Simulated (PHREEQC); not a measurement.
# Copper plating or etch bath

Dissolve 0.0056 mol/kgw Cu(NO3)2, 0.28 mol/kgw HNO3 and 0.00023 mol/kgw Na2SO4 at 25 °C. Closed to the air; pH follows from the charge balance.

All values are PHREEQC results (ion-association model, phreeqc.dat), not measurements.

Each row changes one thing in this solution. Precipitation was switched off in this run.

```tsv
case	pH	HSO4- (mol/kgw)	SO4-2 (mol/kgw)	CuSO4 (mol/kgw)	NaSO4- (mol/kgw)
as made	0.66	0.000200	2.74e-5	2.15e-6	1.61e-8
temperature from 25 to 45 °C	0.66	0.000210	1.87e-5	1.53e-6	1.18e-8
Na2SO4 from 0.00023 to 0.000207 mol/kgw	0.66	(withheld)	2.47e-5	1.93e-6	1.30e-8
temperature from 25 to 85 °C	0.67	0.000222	(withheld)	(withheld)	5.07e-9
```

Q: What belongs in the gaps?

A: 
- Na2SO4 from 0.00023 to 0.000207 mol/kgw, HSO4- (mol/kgw): 0.000180
- temperature from 25 to 85 °C, SO4-2 (mol/kgw): 7.40e-6
- temperature from 25 to 85 °C, CuSO4 (mol/kgw): 6.07e-7

Complexes and solids missing from the database can't appear. Away from 25 °C the constants follow the database's enthalpies or fits; those with neither stay at their 25 °C values.
